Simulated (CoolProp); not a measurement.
Vapour-liquid equilibrium of n-hexane (1) + o-xylene (2) at 0.655 MPa; x and y are mole fractions of (1).

The numbers come from the multi-fluid Helmholtz-energy mixture model, Thol 2019 and Zhou 2012; pair parameters Bell 2016 in CoolProp.

**Question.** Give the bubble temperature and the first vapour's composition at x = 0.125, 0.725, 0.8. Is there an azeotrope?

**Answer.** x = 0.125: 211.2 °C, y = 0.358; x = 0.725: 156.9 °C, y = 0.917; x = 0.8: 152.8 °C, y = 0.943. No azeotrope shows between x = 0.05 and 0.95.

Pair parameters are fitted to limited data, so mixtures are less certain than the pure fluids.
